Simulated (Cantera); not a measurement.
# Thermodynamics of oxide etching and cleaning by halides, feed CaO + F₂ + N₂

Charge: 1 mol CaO, 3.3 mol F₂, 9.1 mol N₂, at 0.0278 Torr.

Method: chemical equilibrium by Gibbs-energy minimisation in Cantera with the NASA 1993 tables (ideal gas, pure condensed phases). Candidate condensed phases: Ca, CaF₂, CaO; 22 gas species. Rates play no part.

From 1073 K to 1473 K the condensed part is CaF₂(s). From 1523 K to 1723 K nothing is condensed. The main Ca-bearing gas is CaF₂ throughout.

```json
[
 {"T (K)": "1073", "x N₂": "0.641", "x F": "0.324", "x CaF₂": "1.09e-7", "x O₂": "0.0352", "n CaF₂(s)": "1.000"},
 {"T (K)": "1123", "x N₂": "0.641", "x F": "0.324", "x CaF₂": "8.93e-7", "x O₂": "0.0352", "n CaF₂(s)": "1.000"},
 {"T (K)": "1173", "x N₂": "0.641", "x F": "0.324", "x CaF₂": "6.05e-6", "x O₂": "0.0352", "n CaF₂(s)": "1.000"},
 {"T (K)": "1223", "x N₂": "0.641", "x F": "0.324", "x CaF₂": "3.48e-5", "x O₂": "0.0352", "n CaF₂(s)": "1.000"},
 {"T (K)": "1273", "x N₂": "0.641", "x F": "0.324", "x CaF₂": "0.000173", "x O₂": "0.0351", "n CaF₂(s)": "0.998"},
 {"T (K)": "1323", "x N₂": "0.640", "x F": "0.324", "x CaF₂": "0.000756", "x O₂": "0.0351", "n CaF₂(s)": "0.989"},
 {"T (K)": "1373", "x N₂": "0.639", "x F": "0.323", "x CaF₂": "0.00295", "x O₂": "0.0350", "n CaF₂(s)": "0.958"},
 {"T (K)": "1423", "x N₂": "0.634", "x F": "0.321", "x CaF₂": "0.0104", "x O₂": "0.0347", "n CaF₂(s)": "0.851"},
 {"T (K)": "1473", "x N₂": "0.620", "x F": "0.313", "x CaF₂": "0.0328", "x O₂": "0.0338", "n CaF₂(s)": "0.518"},
 {"T (K)": "1523", "x N₂": "0.598", "x F": "0.303", "x CaF₂": "0.0658", "x O₂": "0.0326", "n CaF₂(s)": "0"},
 {"T (K)": "1573", "x N₂": "0.598", "x F": "0.303", "x CaF₂": "0.0658", "x O₂": "0.0324", "n CaF₂(s)": "0"},
 {"T (K)": "1623", "x N₂": "0.598", "x F": "0.303", "x CaF₂": "0.0658", "x O₂": "0.0322", "n CaF₂(s)": "0"},
 {"T (K)": "1673", "x N₂": "0.598", "x F": "0.302", "x CaF₂": "0.0658", "x O₂": "0.0319", "n CaF₂(s)": "0"},
 {"T (K)": "1723", "x N₂": "0.598", "x F": "0.302", "x CaF₂": "0.0657", "x O₂": "0.0315", "n CaF₂(s)": "0"}
]
```
x: gas mole fraction; n: condensed amount in mol.
